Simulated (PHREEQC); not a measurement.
Model water analysis in mg/L, 38 °C, pH 8.28, pe 8.5:

```json
[
 {"constituent": "Na", "mg/L": "6720"},
 {"constituent": "K", "mg/L": "43.2"},
 {"constituent": "Ca", "mg/L": "106"},
 {"constituent": "Mg", "mg/L": "3020"},
 {"constituent": "Cl", "mg/L": "19800"},
 {"constituent": "S(6) as SO4", "mg/L": "314"},
 {"constituent": "Alkalinity as HCO3", "mg/L": "58"},
 {"constituent": "N(5) as NO3", "mg/L": "35.6"}
]
```

Valence states are taken as typed.

Model: ion-association model, phreeqc.dat, run in PHREEQC.

This is a speciation only: nothing precipitates in the calculation.

Order these C species by the share of C that they hold, largest first: MgCO3, NaCO3-, MgHCO3+, HCO3-, NaHCO3.

HCO3- (52 %), MgHCO3+ (25 %), MgCO3 (13 %), NaCO3- (3.9 %), NaHCO3 (3.3 %)

The pH is 8.28 and the ionic strength 0.699 mol/kgw. At this temperature some constants are extrapolated from 25 °C, and those without enthalpy data are left unchanged.
